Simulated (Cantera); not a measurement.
An isothermal, constant-pressure homogeneous reactor starts with CO : O2 : H2O : N2 = 0.0029 : 0.0036 : 0.0058 : 1 (molar parts), equivalence ratio 0.40, at 1200 K and 0.133 bar. Integrator tolerance rtol = 1e-08.

Cantera simulation using GRI-Mech 3.0 (53 species, 325 reactions); the numbers are that mechanism's predictions, not measurements.

Task: What does this change do: temperature 1200 to 875 K?

Result: 
```tsv
quantity	before	after
x(CO) at 7.00 s	1.43e-7 (gas-phase equilibrium 3.00e-9)	0.000233 (gas-phase equilibrium <1e-12)
x(O2) at 7.00 s	0.00213 (gas-phase equilibrium 0.00212)	0.00225 (gas-phase equilibrium 0.00213)
x(H2O) at 7.00 s	0.00574 (gas-phase equilibrium 0.00574)	0.00573 (gas-phase equilibrium 0.00574)
x(H2) at 7.00 s	1.54e-7 (gas-phase equilibrium 4.37e-9)	8.53e-6 (gas-phase equilibrium <1e-12)
x(CO2) at 7.00 s	0.00287 (gas-phase equilibrium 0.00287)	0.00264 (gas-phase equilibrium 0.00287)
x(H2O2) at 7.00 s	7.74e-11 (gas-phase equilibrium 2.31e-12)	9.09e-9 (gas-phase equilibrium <1e-12)
```
